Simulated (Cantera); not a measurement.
Cantera run:

```python
import numpy as np
import cantera as ct

gas_names = """
    CL CL2 H HCL H2 Si SiCL SiCL2 SiCL3 SiCL4 SiH SiHCL3 SiH2 SiH2CL2 SiH3 SiH3CL SiH4 Si2 Si3
""".split()
cond_names = """
    Si(cr) Si(L)
""".split()


def load(file, names, dense=False):
    # The tables refer to 1 bar. Condensed volumes are neglected.
    table = {s.name: s for s in ct.Species.list_from_file(file)}
    out = []
    for n in names:
        d = dict(table[n].input_data)
        d["thermo"] = dict(d["thermo"], **{"reference-pressure": 1e5})
        if dense:
            d["equation-of-state"] = {"model": "constant-volume", "density": "1e6 g/cm^3"}
        out.append(ct.Species.from_dict(d))
    return out


gas = ct.Solution(thermo="ideal-gas", species=load("nasa_gas.yaml", gas_names))
cond = {s.name: ct.Solution(thermo="fixed-stoichiometry", species=[s], name=s.name)
        for s in load("nasa_condensed.yaml", cond_names, dense=True)}
atoms = {
    'SiCl4': {'Si': 1, 'CL': 4},
    'HCl': {'H': 1, 'CL': 1},
    'H2': {'H': 2},
}
top_T = {}  # K; cautious upper limits of use, not melting points


def equilibrate(T, P, feed):
    n = {}
    for name, mol in feed.items():
        for a, k in atoms[name].items():
            n[a] = n.get(a, 0.0) + k * mol
    gas.TPX = T, P, n
    mass = sum(n.values()) * gas.mean_molecular_weight
    gas.equilibrate("TP")
    valid = [c for c in cond.values() if c.min_temp <= T <= top_T.get(c.name, c.max_temp)]
    mix = ct.Mixture([(gas, mass / gas.mean_molecular_weight)] + [(c, 0.0) for c in valid])
    mix.T, mix.P = T, P
    mix.equilibrate("TP", solver="vcs", rtol=1e-11, max_steps=5000)
    return mix


results = []
feed = {'SiCl4': 1, 'HCl': 0.18, 'H2': 730}  # mol
P = 41000  # Pa
for T in [850, 900, 950, 1000, 1050, 1100, 1150, 1200, 1250, 1300, 1350, 1400, 1450, 1500]:
    mix = equilibrate(T, P, feed)
    results.append((T, P, feed, dict(zip(mix.species_names, mix.species_moles))))

top = {s: max(r[3][s] / sum(r[3][g] for g in gas_names) for r in results) for s in gas_names}
cols = sorted((s for s in top if top[s] > 1e-06), key=lambda s: -top[s])[:8]
seen = [c for c in cond_names if any(r[3].get(c, 0) > 1e-12 for r in results)]
print("log10 of partial pressures in bar; condensed amounts in mol")
print(f"{'T/K':>10s}" + "".join(f"{s[:9]:>10s}" for s in cols + seen))
for T, P, feed, n in results:
    ng = sum(n[g] for g in gas_names)
    print(f"{T:10.4g}" + "".join(f"{np.log10(max(n[s] / ng * P / 1e5, 1e-99)):10.3f}" for s in cols)
          + "".join(f"{n.get(c, 0):10.4g}" for c in seen))
```

Result:

```
log10 of partial pressures in bar; condensed amounts in mol
       T/K        H2       HCL    SiHCL3     SiCL4   SiH2CL2     SiCL2         H     SiCL3    Si(cr)
       850    -0.388    -3.315    -3.517    -3.663    -4.427    -6.626   -10.883    -6.070         0
       900    -0.388    -3.217    -3.500    -3.782    -4.240    -5.913   -10.126    -5.686   0.02752
       950    -0.389    -3.029    -3.591    -3.892    -4.283    -5.484    -9.449    -5.450    0.2033
      1000    -0.389    -2.879    -3.730    -4.068    -4.359    -5.138    -8.839    -5.295    0.4103
      1050    -0.389    -2.770    -3.937    -4.334    -4.483    -4.880    -8.286    -5.236    0.6136
      1100    -0.389    -2.703    -4.219    -4.702    -4.658    -4.709    -7.782    -5.277    0.7691
      1150    -0.390    -2.670    -4.558    -5.146    -4.871    -4.607    -7.322    -5.396    0.8592
      1200    -0.390    -2.655    -4.917    -5.617    -5.100    -4.548    -6.900    -5.554    0.9015
      1250    -0.390    -2.649    -5.269    -6.080    -5.324    -4.508    -6.511    -5.721    0.9193
      1300    -0.390    -2.647    -5.603    -6.519    -5.537    -4.478    -6.151    -5.885    0.9261
      1350    -0.390    -2.646    -5.915    -6.930    -5.737    -4.454    -5.818    -6.041    0.9281
      1400    -0.390    -2.646    -6.207    -7.313    -5.924    -4.432    -5.508    -6.187    0.9278
      1450    -0.390    -2.646    -6.479    -7.671    -6.097    -4.413    -5.219    -6.324    0.9263
      1500    -0.390    -2.646    -6.733    -8.005    -6.260    -4.397    -4.949    -6.452     0.924
```

Method: chemical equilibrium by Gibbs-energy minimisation in Cantera with the NASA 1993 tables (ideal gas, pure condensed phases). The tables' values for SiCl3 are old estimates; treat these amounts as uncertain.
